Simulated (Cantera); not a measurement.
# Hydrocarbon pyrolysis for carbon deposition

An isothermal, constant-pressure homogeneous reactor starts with 3.70 % C2H4, 96.3 % H2, at 1648 K and 0.987 atm.

Cantera simulation using GRI-Mech 3.0 (53 species, 325 reactions); the numbers are that mechanism's predictions, not measurements. GRI-Mech 3.0 was tuned for natural gas; its chemistry of ethylene as a main component is partial and can be far from experiment. GRI-Mech 3.0 stops at C3 and has no aromatics, soot or wall deposition, so with more carbon than oxygen in the feed, carbon stays in small species such as C2H2 where larger ones or solid carbon would form.

```json
[
 {"t (s)": "8.00e-6", "x C2H4": "0.0370", "x H2": "0.963", "x C2H2": "4.03e-5", "x CH4": "5.76e-10", "x H": "3.24e-7", "x CH2": "6.72e-12", "x C2H": "<1e-12"},
 {"t (s)": "3.33e-5", "x C2H4": "0.0369", "x H2": "0.963", "x C2H2": "0.000172", "x CH4": "3.57e-8", "x H": "1.38e-6", "x CH2": "3.15e-11", "x C2H": "1.07e-12"},
 {"t (s)": "0.000139", "x C2H4": "0.0362", "x H2": "0.963", "x C2H2": "0.000810", "x CH4": "2.23e-6", "x H": "7.35e-6", "x CH2": "1.68e-10", "x C2H": "2.67e-11"},
 {"t (s)": "0.000577", "x C2H4": "0.0295", "x H2": "0.963", "x C2H2": "0.00714", "x CH4": "0.000175", "x H": "8.24e-5", "x CH2": "1.62e-9", "x C2H": "2.64e-9"},
 {"t (s)": "0.00240", "x C2H4": "0.00608", "x H2": "0.963", "x C2H2": "0.0293", "x CH4": "0.00123", "x H": "0.000113", "x CH2": "7.94e-10", "x C2H": "1.49e-8"},
 {"t (s)": "0.00999", "x C2H4": "0.00225", "x H2": "0.963", "x C2H2": "0.0326", "x CH4": "0.00210", "x H": "0.000113", "x CH2": "7.42e-10", "x C2H": "1.65e-8"},
 {"t (s)": "0.0416", "x C2H4": "0.00216", "x H2": "0.962", "x C2H2": "0.0314", "x CH4": "0.00484", "x H": "0.000104", "x CH2": "1.27e-9", "x C2H": "1.47e-8"},
 {"t (s)": "0.173", "x C2H4": "0.00191", "x H2": "0.957", "x C2H2": "0.0276", "x CH4": "0.0134", "x H": "9.35e-5", "x CH2": "2.64e-9", "x C2H": "1.16e-8"},
 {"t (s)": "0.721", "x C2H4": "0.00155", "x H2": "0.950", "x C2H2": "0.0223", "x CH4": "0.0257", "x H": "8.78e-5", "x CH2": "4.37e-9", "x C2H": "8.89e-9"},
 {"t (s)": "3.00", "x C2H4": "0.00151", "x H2": "0.950", "x C2H2": "0.0217", "x CH4": "0.0270", "x H": "8.74e-5", "x CH2": "4.56e-9", "x C2H": "8.61e-9"}
]
```
x: mole fraction; the columns are a selection and need not sum to one.

Equilibrium at this temperature and pressure: C2H4 0.00151, H2 0.950, C2H2 0.0217, CH4 0.0270, H 8.74e-5, CH2 4.56e-9, C2H 8.61e-9 (gas phase only).
